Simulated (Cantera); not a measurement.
Mixture: CO : H2 : O2 : N2 = 1 : 0.47 : 0.613 : 2.3 (molar parts), at 9.87 atm, adiabatic and at constant volume. Ignition delay is the time to a rise of 400 K.

Computed with Cantera and GRI-Mech 3.0 (53 species, 325 reactions). The hydrogen kinetics of GRI-Mech 3.0 are dated; newer H2 mechanisms differ, most at raised pressure. Where the delays flatten at high temperature, the 400 K rule measures the pace of heat release, not the induction time.

Question: What does this change do: H2 0.47 to 1.3 parts?

Answer: 
| quantity | before | after |
|---|---|---|
| delay at 1248 K | 11.1 µs | 10.4 µs |
| delay at 1323 K | 5.10 µs | 4.44 µs |
| delay at 1398 K | 3.17 µs | 2.68 µs |
| delay at 1473 K | 2.27 µs | 1.88 µs |
| delay at 1548 K | 1.75 µs | 1.42 µs |
| delay at 1623 K | 1.43 µs | 1.13 µs |
| delay at 1698 K | 1.21 µs | 0.937 µs |

Question: What does this change do: pressure from 9.87 atm to 4.93 atm?

Answer: 
```tsv
quantity	before	after
delay at 1248 K	11.1 µs	12.6 µs
delay at 1323 K	5.10 µs	7.87 µs
delay at 1398 K	3.17 µs	5.63 µs
delay at 1473 K	2.27 µs	4.35 µs
delay at 1548 K	1.75 µs	3.55 µs
delay at 1623 K	1.43 µs	3.03 µs
delay at 1698 K	1.21 µs	2.68 µs
```
